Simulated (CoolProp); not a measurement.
C3F8 (R218) along the isotherm 389 K: Z from the reference equation and from simpler models built on Tc = 345.0 K, pc = 2640 kPa, ω = 0.317; each cubic takes its own stable root.

Values from CoolProp's reference Helmholtz-energy equation of state, Lemmon 2006. It is a short technical equation, of lower accuracy than the large ones.

```csv
p (kPa),phase,reference,van der Waals,Redlich-Kwong,Soave-Redlich-Kwong,Peng-Robinson
264,gas,0.9784,0.9775,0.9757,0.9777,0.9744
528,gas,(withheld),0.9542,0.9509,(withheld),0.9485
792,gas,0.9331,0.9300,0.9254,(withheld),0.9222
1060,gas,0.9088,0.9044,0.8988,0.9080,0.8952
1320,gas,0.8844,0.8785,0.8722,0.8842,0.8686
1580,gas,0.8591,0.8512,0.8448,0.8600,0.8417
1850,gas,0.8319,0.8213,0.8154,0.8343,0.8134
2110,gas,0.8046,(withheld),(withheld),(withheld),0.7857
2380,gas,0.7753,0.7569,0.7545,0.7822,0.7567
2640,gas,(withheld),0.7217,0.7230,0.7560,0.7286
2900,supercritical,0.7163,0.6834,0.6903,0.7293,0.7003
3170,supercritical,0.6847,0.6400,0.6552,0.7014,0.6710
3430,supercritical,0.6541,0.5945,0.6206,0.6747,(withheld)
3700,supercritical,0.6226,0.5458,0.5848,0.6474,0.6152
3960,supercritical,0.5933,0.5055,0.5520,0.6224,0.5898
```

### Question
Some entries are withheld; supply them.

### Answer

- 528, reference: 0.9561
- 528, Soave-Redlich-Kwong: 0.9550
- 792, Soave-Redlich-Kwong: 0.9319
- 2110, van der Waals: 0.7908
- 2110, Redlich-Kwong: 0.7861
- 2110, Soave-Redlich-Kwong: 0.8090
- 2640, reference: 0.7462
- 3430, Peng-Robinson: 0.6432
